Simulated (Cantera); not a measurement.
**Ammonia decomposition in nitride growth gas**

A perfectly stirred reactor is fed with NH₃ : H₂ = 7 : 2 (molar parts), at 9.00 Torr; it is held at 1900 K, and followed from long to short residence time.

Computed with Cantera and the gas-phase N/H chemistry of the illustrative SiF4/NH3 mechanism in the Surface Chemkin manual (1991). Walls and surfaces, which speed up NH3 decomposition in real reactors, are not modelled.

```tsv
τ (s)	x NH₃	x H₂	x N₂	x NH₂	x NH	x N	x H
4.8	0.295	0.568	0.135	0.000468	9.87e-6	7.50e-7	0.000322
1.5	0.506	0.417	0.0763	0.000680	1.15e-5	6.90e-7	0.000201
0.48	0.663	0.304	0.0319	0.000817	1.19e-5	6.00e-7	0.000135
0.15	0.739	0.249	0.0105	0.000863	1.15e-5	5.15e-7	0.000105
0.048	0.766	0.230	0.00286	0.000819	9.96e-6	4.05e-7	8.85e-5
0.015	0.775	0.224	0.000438	0.000617	5.83e-6	1.88e-7	6.39e-5
0.0048	0.777	0.222	1.88e-5	0.000266	1.19e-6	1.86e-8	2.74e-5
0.0015	0.778	0.222	4.32e-7	8.50e-5	1.24e-7	6.55e-10	8.83e-6
0.00048	0.778	0.222	9.79e-9	2.72e-5	1.20e-8	1.93e-11	2.92e-6
```
x: mole fraction; the columns are a selection and need not sum to one.
